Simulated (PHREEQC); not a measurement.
Make-up at 25 °C: 0.014 mol/kgw NaOH and 0.21 mol/kgw K3PO4. Closed to the air; pH follows from the charge balance.

All values are PHREEQC results (ion-association model, wateq4f.dat), not measurements.

Precipitation was switched off in this run.

Task: Order these P species by the share of P that they hold, largest first: KHPO4-, HPO4-2, PO4-3.

Result: PO4-3 (89 %), HPO4-2 (9.3 %), KHPO4- (1.6 %)

The pH is 12.33 and the ionic strength 1.22 mol/kgw. Ionic strength above about 0.7 mol/kgw puts this run outside the model's range. Complexes and solids missing from the database can't appear. H3PO4, which wateq4f.dat lacks, is added to it with the constant of phreeqc.dat.
